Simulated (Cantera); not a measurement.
Thermodynamics of iron carbonyl, mercury and lead vapours, feed Fe(CO)5 + O2 + H2

A closed system holds: 1 mol Fe(CO)5, 0.048 mol O2, 5.3 mol H2, equilibrated at 1048.15 K and 5.30 bar.

Equilibrium computed with Cantera from the NASA thermochemical tables; the gas is ideal and each condensed phase is pure. Candidate condensed phases: C, C6H6, C7H8, C8H18, Fe, Fe(CO)5, FeO, Fe(OH)2, Fe(OH)3, Fe2O3, Fe3O4, H2O; 114 gas species. The tables' stoichiometric FeO is somewhat more stable than real wüstite, so its field is too wide. FeO: taken at fixed stoichiometry. Rates play no part.

| Item | Value |
|---|---|
| x(H2) | 0.463 |
| x(CO) | 0.266 |
| x(H2O) | 0.122 |
| x(CO2) | 0.0831 |
| x(CH4) | 0.0662 |
| x(C2H6) | 2.50e-6 |
| n(C(graphite)) | 1.93 mol |
| n(FeO(s)) | 1.00 mol |
| gas amount | 7.392 mol |
| log10 activity of Fe(α) (absent) | -0.12 |
| log10 activity of Fe(OH)2(s) (absent) | -5.14 |
| log10 activity of Fe(OH)3(s) (absent) | -10.27 |
